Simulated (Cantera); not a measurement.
A freely propagating, adiabatic, planar premixed flame of 48.0 % H2, 10.9 % O2, 41.1 % N2, equivalence ratio 2.2, unburnt at 450 K and 8.40 bar; mixture-averaged transport, grid criteria slope 0.08 and curve 0.16, no radiation.

Computed with Cantera and the H2/O2 subset of GRI-Mech 3.0, which has no nitrogen chemistry. The hydrogen kinetics of GRI-Mech 3.0 are dated; newer H2 mechanisms differ, most at raised pressure. Burning velocities carry a grid error of a few per cent, more on coarse grids.

x: mole fraction of selected species; z is measured from the peak of heat release.

| z (mm) | T (K) | u (m/s) | x H2 | x O2 | x H2O2 | x OH | x O | x H2O |
|---|---|---|---|---|---|---|---|---|
| -0.0852 | 450 | 4.71 | 0.480 | 0.109 | <1e-8 | <1e-8 | <1e-8 | 3.12e-8 |
| -0.0568 | 450 | 4.71 | 0.480 | 0.109 | <1e-8 | <1e-8 | <1e-8 | 4.03e-7 |
| -0.0426 | 451 | 4.72 | 0.480 | 0.109 | 1.78e-8 | <1e-8 | <1e-8 | 3.06e-6 |
| -0.0284 | 456 | 4.75 | 0.478 | 0.110 | 4.64e-7 | <1e-8 | 1.05e-7 | 6.18e-5 |
| -0.0142 | ___ | 5.82 | 0.457 | 0.111 | ___ | ___ | ___ | ___ |
| -0.00710 | 915 | 8.95 | 0.418 | 0.0996 | 0.000115 | 0.000724 | 0.000180 | 0.0394 |
| 0 | 1310 | 12.5 | 0.364 | 0.0715 | 4.45e-5 | 0.00126 | 0.000812 | 0.102 |
| 0.00710 | 1584 | 15.1 | 0.317 | 0.0386 | 6.31e-6 | 0.00196 | 0.00118 | 0.166 |
| 0.0142 | 1736 | 16.5 | 0.289 | 0.0171 | 2.50e-6 | 0.00228 | 0.000860 | 0.206 |
| 0.0284 | 1865 | 17.6 | 0.274 | ___ | ___ | 0.00228 | ___ | 0.234 |
| 0.0568 | 1956 | 18.4 | 0.276 | 0.000224 | 3.08e-7 | 0.00195 | 0.000133 | 0.241 |
| 0.114 | 2025 | 19.0 | 0.281 | 2.70e-5 | 1.32e-7 | 0.00141 | 5.73e-5 | 0.243 |
| 0.227 | 2073 | 19.3 | 0.285 | 8.62e-6 | 5.41e-8 | 0.000884 | 2.04e-5 | 0.244 |

### Question
Fill in the missing entries.

### Answer

- -0.0142, T (K): 575
- -0.0142, x H2O2: 5.07e-5
- -0.0142, x OH: 5.08e-5
- -0.0142, x O: 1.07e-5
- -0.0142, x H2O: 0.00560
- 0.0284, x O2: 0.00308
- 0.0284, x H2O2: 9.21e-7
- 0.0284, x O: 0.000327
